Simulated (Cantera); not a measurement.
A freely propagating, adiabatic, planar premixed flame of H2 : O2 : N2 = 1 : 0.208 : 0.783 (molar parts), equivalence ratio 2.4, unburnt at 700 K and 7500 Torr; mixture-averaged transport, grid criteria slope 0.08 and curve 0.16, no radiation.

Model: the H2/O2 subset of GRI-Mech 3.0, which has no nitrogen chemistry, integrated in Cantera. The hydrogen kinetics of GRI-Mech 3.0 are dated; newer H2 mechanisms differ, most at raised pressure. Burning velocities carry a grid error of a few per cent, more on coarse grids.

What does this change do: O2 0.208 to 0.27 parts?


```json
[
 {"quantity": "laminar burning velocity", "before": "1070 cm/s", "after": "1440 cm/s"},
 {"quantity": "thermal thickness", "before": "0.0269 mm", "after": "0.0244 mm"},
 {"quantity": "peak x(OH)", "before": "0.00298", "after": "0.00964"},
 {"quantity": "peak x(HO2)", "before": "0.00108", "after": "0.00133"},
 {"quantity": "peak x(O)", "before": "0.00147", "after": "0.00358"},
 {"quantity": "peak x(H)", "before": "0.0435", "after": "0.0633"}
]
```

What does this change do: inlet temperature 700 to 648 K?


| quantity | before | after |
|---|---|---|
| laminar burning velocity | 1070 cm/s | 904 cm/s |
| thermal thickness | 0.0269 mm | 0.0262 mm |
| peak x(OH) | 0.00298 | 0.00264 |
| peak x(HO2) | 0.00108 | 0.00115 |
| peak x(O) | 0.00147 | 0.00131 |
| peak x(H) | 0.0435 | 0.0398 |
